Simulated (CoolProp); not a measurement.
The numbers come from the reference Helmholtz-energy equation of state, Lemmon 2006 in CoolProp. It is a short technical equation, of lower accuracy than the large ones.

Problem. For R141b, give the phase and the cp (kJ/(kg K)), cv (kJ/(kg K)), Joule-Thomson coefficient (K/MPa), viscosity (µPa s) at 500 K and 0.351 MPa; 500 K and 0.877 MPa; 500 K and 2.11 MPa.

Solution. 
- 500 K and 0.351 MPa: gas; cp 1.01, cv 0.929, Joule-Thomson coefficient 8.19, viscosity 15.6
- 500 K and 0.877 MPa: gas; cp 1.03, cv 0.936, Joule-Thomson coefficient 8.63, viscosity 15.6
- 500 K and 2.11 MPa: gas; cp 1.11, cv 0.954, Joule-Thomson coefficient 9.92, viscosity 16.1

Viscosity comes from a separate model (Huber 2003), an estimate that may be off by 10 % or more.
